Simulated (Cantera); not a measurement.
Cantera with NASA thermochemical tables; ideal gases at 1 bar, condensed phases pure. Values are per mole of reaction as written; species without (g) are pure solids or liquids, kept so even where they would boil at 1 bar.

### Question
Between 375 and 1375 K, where is each reaction favourable under standard conditions?
- 2 SO3(g) + O2(g) + 4 K → 2 K2SO4

### Answer
- 2 SO3(g) + O2(g) + 4 K → 2 K2SO4: ΔG° is -1848 kJ at 375 K and -1255 kJ at 1375 K; it stays negative (K > 1). ΔH° is -1929 kJ and ΔS° -491 J/K at 1375 K.
